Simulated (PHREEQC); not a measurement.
Make-up at 25 °C: 0.0015 mol/kgw Na2CO3 and 0.0003 mol/kgw HBF4. Closed to the air; pH follows from the charge balance.

Computed with PHREEQC (ion-association model, wateq4f.dat).

- pH = 9.22
- ionic strength = 0.00312 mol/kgw
- total alkalinity = 1.80 meq/kg

```json
[
 {"species": "Na+", "molality": "0.00299", "activity": "0.00281", "log γ": "-0.026"},
 {"species": "HCO3-", "molality": "0.00136", "activity": "0.00128", "log γ": "-0.026"},
 {"species": "F-", "molality": "0.00120", "activity": "0.00113", "log γ": "-0.027"},
 {"species": "H2BO3-", "molality": "0.000151", "activity": "0.000142", "log γ": "-0.027"},
 {"species": "H3BO3", "molality": "0.000149", "activity": "0.000149", "log γ": "0.000"},
 {"species": "CO3-2", "molality": "0.000127", "activity": "0.000100", "log γ": "-0.104"},
 {"species": "OH-", "molality": "1.77e-5", "activity": "1.66e-5", "log γ": "-0.027"},
 {"species": "NaCO3-", "molality": "5.57e-6", "activity": "5.25e-6", "log γ": "-0.026"},
 {"species": "NaHCO3", "molality": "2.03e-6", "activity": "2.03e-6", "log γ": "0.000"},
 {"species": "NaF", "molality": "1.82e-6", "activity": "1.83e-6", "log γ": "0.000"},
 {"species": "CO2", "molality": "1.74e-6", "activity": "1.74e-6", "log γ": "0.000"}
]
```

Precipitation was switched off in this run. Real BF4- forms and hydrolyses slowly; the run takes it at equilibrium.
